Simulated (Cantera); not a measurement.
## Equilibrium for abatement and gas-phase synthesis: CS2 + H2 + N2

Input: 1 mol CS2, 2.1 mol H2, 8.8 mol N2, held at 1527 °C.

Equilibrium computed with Cantera from the NASA thermochemical tables; the gas is ideal and each condensed phase is pure. Candidate condensed phases: C, C6H6, C7H8, C8H18, S; 100 gas species. The ideal-gas law is rough above about 30 bar. The numbers say what is thermodynamically allowed, not how fast it happens.

From 0.000100 bar to 0.00420 bar nothing is condensed. From 0.0270 bar to 300 bar the condensed part is C(graphite). The main C-bearing gas is CS at 0.000100 bar and CS2 at 300 bar.

```tsv
P (Pa)	x N2	x H2	x H2S	x CS	x CS2	x S2	x H	x S	n C(graphite)
10	0.706	0.160	0.000271	0.0632	0.0168	0.0246	0.0143	0.0116	0
65	0.717	0.166	0.000674	0.0494	0.0314	0.0216	0.00572	0.00428	0
420	0.725	0.169	0.00149	0.0340	0.0471	0.0159	0.00227	0.00144	0
2700	0.732	0.169	0.00341	0.0184	0.0583	0.0129	0.000896	0.000513	0.0521
17000	0.739	0.166	0.00859	0.00753	0.0613	0.0135	0.000353	0.000210	0.154
110000	0.745	0.156	0.0202	0.00291	0.0591	0.0131	0.000135	8.09e-5	0.242
720000	0.754	0.136	0.0422	0.00106	0.0518	0.0114	4.92e-5	2.96e-5	0.358
4700000	0.766	0.106	0.0743	0.000367	0.0403	0.00890	1.70e-5	1.02e-5	0.508
30000000	0.780	0.0738	0.108	0.000121	0.0278	0.00615	5.62e-6	3.36e-6	0.653
```
x: gas mole fraction; n: condensed amount in mol.
